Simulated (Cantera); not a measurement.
Input: 1 mol SiO2, 0.42 mol Al2O3, 0.16 mol H2, equilibrated at 0.133 bar.

Cantera equilibrium calculation (NASA polynomials, part measured and part estimated; ideal gas, pure solids and liquids). Candidate condensed phases: Al, Al2O3, Al2SiO5, Al6Si2O13, H2O, Si, SiO2; 28 gas species. Mutual solubility and eutectic melting of coexisting phases are not modelled. The tables hold silica as quartz up to 1696 K and as liquid above; real silica turns to tridymite and cristobalite and melts near 1996 K. Condensed phases not in the tables: alloys, solid solutions and most ternary compounds. The numbers say what is thermodynamically allowed, not how fast it happens.

x: gas mole fraction; n: condensed amount in mol.

| T (K) | x H2 | x SiO | x H2O | x H | x OH | x AlOH | x SiO2 | n Al2SiO5(andalusite) | n SiO2(β-quartz) | n Al6Si2O13(mullite) | n SiO2(condensed) |
|---|---|---|---|---|---|---|---|---|---|---|---|
| 1148 | 1.00 | 1.37e-7 | 1.41e-7 | 1.96e-7 | <1e-12 | <1e-12 | <1e-12 | 0.420 | 0.580 | 0 | 0 |
| 1198 | 1.000 | 4.60e-7 | 4.63e-7 | 5.21e-7 | <1e-12 | <1e-12 | <1e-12 | 0.420 | 0.580 | 0 | 0 |
| 1248 | 1.000 | 1.39e-6 | 1.39e-6 | 1.28e-6 | <1e-12 | 1.08e-12 | <1e-12 | 0.420 | 0.580 | 0 | 0 |
| 1298 | 1.000 | 3.82e-6 | 3.82e-6 | 2.93e-6 | <1e-12 | 4.35e-12 | <1e-12 | 0 | 0.720 | 0.140 | 0 |
| 1348 | 1.000 | 9.75e-6 | 9.75e-6 | 6.34e-6 | <1e-12 | 1.57e-11 | <1e-12 | 0 | 0.720 | 0.140 | 0 |
| 1398 | 1.000 | 2.32e-5 | 2.32e-5 | 1.30e-5 | 5.93e-12 | 5.14e-11 | <1e-12 | 0 | 0.720 | 0.140 | 0 |
| 1448 | 1.000 | 5.20e-5 | 5.20e-5 | 2.52e-5 | 3.12e-11 | 1.55e-10 | 2.92e-12 | 0 | 0.720 | 0.140 | 0 |
| 1498 | 1.000 | [?] | [?] | [?] | [?] | 4.34e-10 | 1.50e-11 | 0 | 0.720 | 0.140 | 0 |
| 1548 | 0.999 | 0.000222 | 0.000222 | 8.43e-5 | 6.25e-10 | 1.13e-9 | 6.97e-11 | 0 | 0.720 | 0.140 | 0 |
| 1598 | 0.999 | 0.000427 | 0.000427 | 0.000146 | 2.43e-9 | 2.78e-9 | 2.93e-10 | 0 | 0.720 | 0.140 | 0 |
| 1648 | 0.998 | [?] | [?] | [?] | [?] | 6.46e-9 | 1.13e-9 | 0 | 0.720 | 0.140 | 0 |
| 1698 | 0.997 | 0.00141 | 0.00141 | 0.000395 | 2.87e-8 | 1.42e-8 | 3.99e-9 | 0 | 0 | 0.140 | 0.720 |
| 1748 | 0.995 | 0.00240 | 0.00240 | 0.000624 | 8.78e-8 | 3.02e-8 | 1.29e-8 | 0 | 0 | 0.140 | 0.720 |

Q: Some entries are withheld; supply them.

A: 
- 1648, x SiO: 0.000790
- 1648, x H2O: 0.000790
- 1648, x H: 0.000244
- 1648, x OH: 8.67e-9
- 1498, x SiO: 0.000110
- 1498, x H2O: 0.000110
- 1498, x H: 4.71e-5
- 1498, x OH: 1.47e-10
